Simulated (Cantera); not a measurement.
Input: 1 mol Si, 9.5 mol F₂, held at 873 K and 0.100 bar.

Equilibrium computed with Cantera from the NASA thermochemical tables; the gas is ideal and each condensed phase is pure. Candidate condensed phases: Si; 9 gas species. Kinetics and transport are ignored.

Base state: F₂ 0.820, SiF₄ 0.114, F 0.0667 (mole fractions); condensed: gas only.

Q: What changes in the equilibrium state with this change: pressure from 0.100 bar to 0.0310 bar?

A: 
```tsv
species	before	after
F₂	0.820	0.773
F	0.0667	0.116
SiF₄	0.114	0.111
```

Q: What changes in the equilibrium state with this change: temperature from 873 K to 1250 K?

A: 
```tsv
species	before	after
F	0.0667	0.804
F₂	0.820	0.126
SiF₄	0.114	0.0704
```

Q: What changes in the equilibrium state with this change: temperature from 873 K to 950 K?

A: 
```csv
species,before,after
F₂,0.820,0.734
F,0.0667,0.158
SiF₄,0.114,0.108
```
